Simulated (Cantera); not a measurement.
Input: 1 mol FeS₂, 0.38 mol H₂S, 0.082 mol H₂O, held at 5.30 bar.

Cantera equilibrium calculation (NASA polynomials, part measured and part estimated; ideal gas, pure solids and liquids). Candidate condensed phases: Fe, FeO, Fe(OH)₂, Fe(OH)₃, FeS, FeSO₄, FeS₂, Fe₂O₃, Fe₂(SO₄)₃, Fe₃O₄, H₂O, H₂SO₄, S; 22 gas species. FeS: taken at fixed stoichiometry. Kinetics and transport are ignored. All values below are at 1698 K.

Base state: S₂ 0.537, H₂S 0.272, H₂ 0.104, H₂O 0.0758, SH 0.00764, S₂O 0.00169, SO₂ 0.00135, SO 0.000554 (mole fractions); condensed: FeS(l).

Q: What changes in the equilibrium state with this change: H₂O from 0.082 to 0.43 mol?

A: 
```json
[
 {"species": "S₂", "before": "0.537", "after": "0.380"},
 {"species": "H₂O", "before": "0.0758", "after": "0.275"},
 {"species": "H₂S", "before": "0.272", "after": "0.217"},
 {"species": "SO₂", "before": "0.00135", "after": "0.0167"},
 {"species": "H₂", "before": "0.104", "after": "0.0982"},
 {"species": "SO", "before": "0.000554", "after": "0.00178"},
 {"species": "S₂O", "before": "0.00169", "after": "0.00457"},
 {"species": "SH", "before": "0.00764", "after": "0.00626"},
 {"species": "S", "before": "9.88e-5", "after": "8.31e-5"},
 {"species": "H", "before": "2.02e-5", "after": "1.97e-5"},
 {"species": "FeS(l), mol", "before": "1.00", "after": "1.000"}
]
```
